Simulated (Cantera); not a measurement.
A perfectly stirred reactor is fed with 88.5 % NO, 11.5 % N₂, at 101000 Pa; it is held at 1775 K, and followed from long to short residence time.

Model: GRI-Mech 3.0 (53 species, 325 reactions), integrated in Cantera.

x: mole fraction; the columns are a selection and need not sum to one.

| τ (s) | x NO | x NO₂ | x N₂ | x O₂ | x O |
|---|---|---|---|---|---|
| 0.41 | 0.785 | 0.00107 | 0.165 | 0.0492 | ___ |
| 0.18 | 0.836 | 0.000853 | 0.139 | 0.0239 | ___ |
| 0.082 | 0.861 | 0.000687 | 0.127 | 0.0112 | ___ |
| 0.037 | 0.874 | 0.000572 | 0.120 | 0.00498 | ___ |
| 0.016 | 0.880 | 0.000488 | 0.117 | 0.00198 | ___ |
| 0.0073 | 0.883 | 0.000415 | 0.116 | 0.000748 | ___ |
| 0.0033 | 0.884 | 0.000323 | 0.115 | 0.000228 | ___ |

**Question.** What belongs in the gaps?

**Answer.** 
- 0.41, x O: 2.36e-5
- 0.18, x O: 1.80e-5
- 0.082, x O: 1.44e-5
- 0.037, x O: 1.20e-5
- 0.016, x O: 1.04e-5
- 0.0073, x O: 9.10e-6
- 0.0033, x O: 7.43e-6
